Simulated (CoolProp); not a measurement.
Computed with CoolProp (reference Helmholtz-energy equation of state, Lemmon 2005).

Question: For R125, give the phase and the speed of sound (m/s) at 44.55 °C and 0.956 bar; 11.35 °C and 140 bar.

Answer: 
- 44.55 °C and 0.956 bar: gas; speed of sound 154
- 11.35 °C and 140 bar: liquid; speed of sound 535
